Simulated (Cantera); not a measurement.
A perfectly stirred reactor is fed with CH4 : O2 : N2 = 1 : 1.11 : 4.18 (molar parts), equivalence ratio 1.8, at 1.20 bar; it is adiabatic with a 375 K inlet, and is followed from long to short residence time, starting on the burning branch (τ in s: 0.17, 0.074, 0.033, 0.015, 0.0066, 0.003, 0.0013, 0.00059, 0.00026, 0.00012, 5.2e-05, 2.3e-05, 1e-05).

Computed with Cantera and GRI-Mech 3.0 (53 species, 325 reactions).

Task: What does this change do: O2 1.11 to 1.4 parts?

Result: 
```json
[
 {"quantity": "blow-out, bracketed by the residence times tried", "before": "burning at 3.00 ms, out at 1.30 ms", "after": "burning at 0.260 ms, out at 0.120 ms"},
 {"quantity": "x(CH4) at τ = 0.170 s", "before": "0.00801", "after": "3.27e-5"},
 {"quantity": "x(O2) at τ = 0.170 s", "before": "0.000496", "after": "4.40e-5"},
 {"quantity": "x(HCN) at τ = 0.170 s", "before": "1.23e-5", "after": "4.82e-6"},
 {"quantity": "x(C2H4) at τ = 0.170 s", "before": "7.92e-5", "after": "9.75e-9"},
 {"quantity": "x(C2H) at τ = 0.170 s", "before": "7.89e-8", "after": "4.02e-10"},
 {"quantity": "x(CH4) at τ = 1.30 ms", "before": "0.159", "after": "0.000530"},
 {"quantity": "x(O2) at τ = 1.30 ms", "before": "0.176", "after": "0.00156"},
 {"quantity": "x(HCN) at τ = 1.30 ms", "before": "<1e-12", "after": "0.000156"},
 {"quantity": "x(C2H4) at τ = 1.30 ms", "before": "<1e-12", "after": "4.92e-6"},
 {"quantity": "x(C2H) at τ = 1.30 ms", "before": "<1e-12", "after": "2.03e-7"}
]
```
